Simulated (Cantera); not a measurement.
An isothermal, constant-pressure homogeneous reactor starts with H2 : O2 = 0.036 : 1 (molar parts), equivalence ratio 0.018, at 1350 K and 0.0240 bar.

Detailed kinetics in Cantera: GRI-Mech 3.0 (53 species, 325 reactions). Radical loss at walls, strong at low pressure, is not modelled. The temperature is held fixed by assumption; the heat of reaction is taken as removed at once.

x: mole fraction; the columns are a selection and need not sum to one.

| t (s) | x H2 | x O2 | x HO2 | x H2O | x H | x OH | x O |
|---|---|---|---|---|---|---|---|
| 1.00e-6 | 0.0347 | 0.965 | 6.88e-10 | <1e-12 | 6.63e-10 | 2.54e-11 | 2.54e-11 |
| 6.88e-6 | 0.0347 | 0.965 | 4.74e-9 | 5.82e-11 | ___ | 1.02e-9 | 1.03e-9 |
| 4.73e-5 | 0.0347 | 0.965 | 3.26e-8 | 1.08e-8 | ___ | 2.47e-8 | 2.77e-8 |
| 0.000325 | 0.0347 | 0.965 | 2.32e-7 | 4.81e-6 | ___ | 3.06e-6 | 3.87e-6 |
| 0.00224 | 0.000430 | 0.936 | 2.85e-6 | 0.0309 | ___ | 0.00376 | 0.0260 |
| 0.0154 | 0.000292 | 0.945 | 2.47e-6 | 0.0323 | ___ | 0.00312 | 0.0174 |
| 0.106 | 5.39e-5 | 0.961 | 1.06e-6 | 0.0345 | ___ | 0.00135 | 0.00306 |
| 0.727 | 2.41e-6 | 0.964 | 1.18e-7 | 0.0352 | ___ | 0.000288 | 0.000135 |
| 5.00 | 1.41e-7 | 0.965 | 3.28e-8 | 0.0353 | ___ | 6.98e-5 | 7.92e-6 |

### Question
Fill in the missing entries.

### Answer

- 6.88e-6, x H: 3.76e-9
- 4.73e-5, x H: 1.57e-8
- 0.000325, x H: 1.15e-6
- 0.00224, x H: 0.00311
- 0.0154, x H: 0.00171
- 0.106, x H: 0.000128
- 0.727, x H: 1.20e-6
- 5.00, x H: 1.70e-8
